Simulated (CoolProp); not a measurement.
The fluid at 463.64 K and 0.255 MPa flows at 0.086 m/s in a round tube of 6 mm bore and 15 µm roughness, fully developed (64/Re and Nu = 3.66 if laminar; Colebrook and Gnielinski if turbulent). The same conditions are run with several fluids, on thermodynamics alone (safety and materials aside).

The numbers come from the reference Helmholtz-energy equation of state of each fluid (carbon dioxide: Span 1996; propylene: Lemmon 2013; n-heptane: Span 2003; R142b: Lemmon 2006; R410A: Lemmon 2003) in CoolProp. Blends and air are pseudo-pure fits.

```tsv
fluid	Reynolds number	Darcy friction factor	pressure drop (Pa/m)	heat-transfer coefficient (W/(m² K))	mass flow (kg/h)
carbon dioxide	67.2	0.953	1.71	18.3	0.0256
propylene	110	0.583	1.01	23.0	[?]
n-heptane	[?]	0.160	0.695	18.2	0.0617
R142b	[?]	0.294	1.22	14.9	0.0590
R410A	125	0.511	1.52	15.7	0.0423
```

Fill in the missing entries.


- propylene, mass flow (kg/h): 0.0246
- n-heptane, Reynolds number: 400
- R142b, Reynolds number: 218

Transport values come from each fluid's own correlations; those of propylene, R142b are estimates that may be off by 10 % or more.
